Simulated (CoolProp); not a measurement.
A Linde-Hampson liquefier for dry air: isothermal reversible compression at 250 K from 1 atm to 15 MPa, throttling to 1 atm, return gas leaving the recuperator 2 K below the feed. Each further row changes one setting.

The numbers come from the reference Helmholtz-energy equation of state, Lemmon 2000 in CoolProp. It is a pseudo-pure fit of the blend.

```
case                        liquid yield per pass  compression work (kJ/kg of gas)
--------------------------  ---------------------  -------------------------------
as stated                              (withheld)                              351
high pressure 30 MPa                        0.160                       (withheld)
warm-end temperature 280 K                  0.077                       (withheld)
warm-end gap 7 K                            0.096                              351
```

Fill in the missing entries.


- as stated, liquid yield per pass: 0.109
- high pressure 30 MPa, compression work (kJ/kg of gas): 401
- warm-end temperature 280 K, compression work (kJ/kg of gas): 398
